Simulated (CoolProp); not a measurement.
Properties of n-octane at several states.

The numbers come from the reference Helmholtz-energy equation of state, Beckmüller 2019 in CoolProp.

| T (K) | p (kPa) | phase | Z | viscosity (µPa s) | conductivity (mW/(m K)) |
|---|---|---|---|---|---|
| 259.6 | 108 | liquid | 0.007837 | 886 | 137 |
| 301.7 | 2690 | liquid | [?] | 504 | [?] |
| 285.6 | 744 | liquid | 0.05046 | 604 | [?] |
| 521.1 | 514 | gas | [?] | [?] | 34.9 |

Problem. What belongs in the gaps?

Solution. 
- 301.7, Z: 0.1755
- 301.7, conductivity (mW/(m K)): 125
- 285.6, conductivity (mW/(m K)): 129
- 521.1, Z: 0.8889
- 521.1, viscosity (µPa s): 9.94

Viscosity comes from a separate model (Huber 2004). Thermal conductivity comes from a separate model (Huber 2005).
